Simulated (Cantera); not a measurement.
Low-pressure radical oxidation in H2/O2

An isothermal, constant-pressure homogeneous reactor starts with 0.813 % H2, 99.2 % O2, equivalence ratio 0.0041, at 998 K and 20.3 Torr.

Cantera simulation using GRI-Mech 3.0 (53 species, 325 reactions); the numbers are that mechanism's predictions, not measurements. Radical loss at walls, strong at low pressure, is not modelled.

| t (s) | x H2 | x O2 | x H2O | x H | x O | x HO2 | x H2O2 |
|---|---|---|---|---|---|---|---|
| 2.00e-5 | 0.00813 | 0.992 | <1e-12 | 2.58e-12 | <1e-12 | 3.01e-12 | <1e-12 |
| 9.20e-5 | 0.00813 | 0.992 | <1e-12 | 7.84e-12 | 6.49e-12 | 1.40e-11 | <1e-12 |
| 0.000423 | 0.00813 | 0.992 | 3.25e-11 | 2.08e-11 | 7.30e-11 | 6.56e-11 | <1e-12 |
| 0.00194 | 0.00813 | 0.992 | 2.02e-9 | 2.81e-10 | 1.96e-9 | 3.61e-10 | <1e-12 |
| 0.00894 | 0.00797 | 0.992 | 0.000124 | 1.49e-5 | 0.000104 | 2.61e-6 | 2.48e-9 |
| 0.0411 | 1.77e-5 | 0.990 | 0.00804 | 5.14e-5 | 0.00139 | 2.08e-6 | 3.25e-8 |
| 0.189 | 1.33e-6 | 0.992 | 0.00814 | 1.50e-6 | 0.000137 | 5.79e-7 | 2.24e-8 |
| 0.870 | 7.36e-8 | 0.992 | 0.00816 | 2.57e-8 | 9.00e-6 | 9.27e-8 | 9.14e-9 |
| 4.00 | 4.69e-9 | 0.992 | 0.00816 | 6.21e-10 | 7.45e-7 | 1.14e-8 | 1.84e-9 |
x: mole fraction; the columns are a selection and need not sum to one.

Equilibrium at this temperature and pressure: H2 4.14e-12, O2 0.992, H2O 0.00817, H <1e-12, O 9.03e-10, HO2 3.35e-10, H2O2 3.67e-12 (gas phase only).
